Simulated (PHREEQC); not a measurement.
Consider water at 51 °C and 50 atm with 0.0019 mol Cu(NO3)2, 0.07 mol H2SO4 and 0.011 mol NaCl per kg of water. Closed to the air; pH follows from the charge balance.

Model: ion-association model, phreeqc.dat, run in PHREEQC.

Problem. The ionic strength comes out as 0.108 mol/kgw. What activity coefficients do Cl-, NaSO4-, NO3-, HSO4-, Cu+2 get?

Solution. Cl- 0.75, NaSO4- 0.78, NO3- 0.74, HSO4- 0.77, Cu+2 0.38.

No solid was allowed to form. Under pressure, the constants of complexes without a molar volume in the database are unreliable. Constants without temperature data keep their 25 °C values here.
